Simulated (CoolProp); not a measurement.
Saturation properties of n-pentane (Tc = 196.5 °C, pc = 3.368 MPa, ω = 0.251).

Model: reference Helmholtz-energy equation of state, Thol 2019, in CoolProp.

| T (°C) | p (MPa) | vapour density (kg/m³) | enthalpy of vaporisation (kJ/kg) | liquid cp (kJ/(kg K)) | liquid viscosity (µPa s) |
|---|---|---|---|---|---|
| -41.85 | ___ | 0.09047 | 413.9 | 2.067 | 350 |
| -33.85 | 0.004035 | 0.1469 | 408.4 | 2.090 | 324 |
| -25.85 | 0.006511 | 0.2298 | 402.9 | 2.115 | 300 |
| -17.95 | 0.01009 | 0.3458 | 397.5 | 2.142 | 277 |
| -9.95 | 0.01523 | 0.5079 | 391.9 | 2.171 | 256 |
| -2.05 | 0.02226 | ___ | 386.4 | ___ | 236 |
| 5.95 | 0.03185 | 1.010 | 380.6 | 2.234 | 218 |
| 13.85 | 0.04435 | 1.374 | 374.8 | 2.267 | 201 |
| 21.85 | 0.06072 | ___ | 368.8 | 2.302 | 186 |
| 29.75 | 0.08128 | 2.419 | 362.7 | 2.338 | ___ |

Problem. What belongs in the gaps?

Solution. 
- -41.85, p (MPa): 0.002405
- -2.05, vapour density (kg/m³): 0.7230
- -2.05, liquid cp (kJ/(kg K)): 2.201
- 21.85, vapour density (kg/m³): 1.842
- 29.75, liquid viscosity (µPa s): 171

It boils at 36.1 °C under 1 atm.

Viscosity comes from a separate model (Quiñones-Cisneros 2006), older than the equation that it now runs on, and unchecked against measurements.
